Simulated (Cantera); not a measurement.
Chemical vapour transport: Fe2O3 + HCl + O2

Feed: 1 mol Fe2O3, 0.44 mol HCl, 0.23 mol O2, held at 1150 °C and 0.133 bar.

Equilibrium computed with Cantera from the NASA thermochemical tables; the gas is ideal and each condensed phase is pure. Candidate condensed phases: Fe, FeCl2, FeCl3, FeO, Fe(OH)2, Fe(OH)3, Fe2O3, Fe3O4, H2O; 22 gas species. Equilibrium is a limit: real reactors are often held back by kinetics, nucleation or transport.

```json
{
 "x(HCl)": "0.504",
 "x(O2)": "0.335",
 "x(H2O)": "0.0788",
 "x(FeCl2)": "0.0291",
 "x(Cl2)": "0.0275",
 "x(Cl)": "0.0154",
 "x(FeCl3)": "0.00960",
 "x(ClO)": "8.88e-5",
 "x(OH)": "6.38e-5",
 "n(Fe2O3(s))": "0.987 mol",
 "gas_amount": "0.6650 mol",
 "log10 activity of FeCl2(l) (absent)": "-2.80",
 "log10 activity of Fe(γ) (absent)": "-7.37",
 "log10 activity of Fe(OH)2(s) (absent)": "-8.91"
}
```
